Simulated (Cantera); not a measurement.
**Silicon etching in halogen gases: Si + NF₃ + N₂**

Feed: 1 mol Si, 6.4 mol NF₃, 96 mol N₂, at 0.133 bar.

Method: chemical equilibrium by Gibbs-energy minimisation in Cantera with the NASA 1993 tables (ideal gas, pure condensed phases). Candidate condensed phases: Si, Si₃N₄; 16 gas species. Kinetics and transport are ignored.

| T (°C) | x N₂ | x F | x F₂ | x NF₃ | x SiF₄ | x NF₂ |
|---|---|---|---|---|---|---|
| 277 | 0.941 | 1.17e-6 | 0.000177 | 0.0492 | 0.00973 | 8.86e-11 |
| 327 | 0.941 | 1.14e-5 | 0.000872 | 0.0487 | 0.00973 | 8.12e-10 |
| 377 | 0.940 | 7.73e-5 | 0.00330 | 0.0470 | 0.00971 | 5.18e-9 |
| 427 | 0.938 | 0.000391 | 0.00980 | 0.0423 | 0.00967 | 2.41e-8 |
| 477 | 0.933 | 0.00151 | 0.0226 | 0.0329 | 0.00957 | 8.21e-8 |
| 527 | 0.927 | 0.00451 | 0.0392 | 0.0202 | 0.00944 | 2.00e-7 |
| 577 | 0.919 | 0.0106 | 0.0512 | 0.00949 | 0.00932 | 3.52e-7 |
| 627 | 0.912 | 0.0208 | 0.0541 | 0.00369 | 0.00921 | 4.86e-7 |
| 677 | 0.904 | 0.0355 | 0.0496 | 0.00130 | 0.00912 | 5.65e-7 |
| 727 | 0.895 | 0.0543 | 0.0408 | 0.000424 | 0.00903 | 5.76e-7 |
| 777 | 0.886 | 0.0749 | 0.0302 | 0.000128 | 0.00893 | 5.17e-7 |
| 827 | 0.877 | 0.0940 | 0.0201 | 3.56e-5 | 0.00884 | 4.11e-7 |
| 877 | 0.870 | 0.109 | 0.0123 | 9.19e-6 | 0.00877 | 2.94e-7 |
| 927 | 0.866 | 0.118 | 0.00708 | 2.30e-6 | 0.00873 | 1.97e-7 |
x: gas mole fraction; nothing condenses.

From 277 °C to 927 °C nothing is condensed. The main Si-bearing gas is SiF₄ throughout.
